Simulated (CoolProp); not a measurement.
Model: reference Helmholtz-energy equation of state, de Reuck 1990, in CoolProp.

Q: For fluorine, give the phase and the cp (kJ/(kg K)), Joule-Thomson coefficient (K/MPa) at -101.75 °C and 2.58 bar; 16.15 °C and 2.58 bar.

A: 
- -101.75 °C and 2.58 bar: gas; cp 0.787, Joule-Thomson coefficient 5.64
- 16.15 °C and 2.58 bar: gas; cp 0.822, Joule-Thomson coefficient 2.01
